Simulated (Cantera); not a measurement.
Input: 1 mol CuO, 2.4 mol F2, 7.8 mol O2, at 875 °C and 0.130 bar.

Equilibrium computed with Cantera from the NASA thermochemical tables; the gas is ideal and each condensed phase is pure. Candidate condensed phases: Cu, CuF2, CuO, Cu2O; 13 gas species. Rates play no part.

Base state: O2 0.772, F 0.187, F2 0.0366, CuF2 0.00365, FO2 5.11e-5 (mole fractions); condensed: CuF2(l).

Q: What changes in the equilibrium state with this change: temperature from 875 °C to 1475 °C?

A: 
```
species        before     after
------------  -------  --------
O2              0.772     0.685
F               0.187     0.232
CuF2          0.00365    0.0819
F2             0.0366  0.000140
CuF             <1e-9  0.000695
O             1.93e-8  0.000168
FO2           5.11e-5   4.63e-6
FO            9.17e-6   2.74e-5
CuF2(l), mol    0.961         0
```
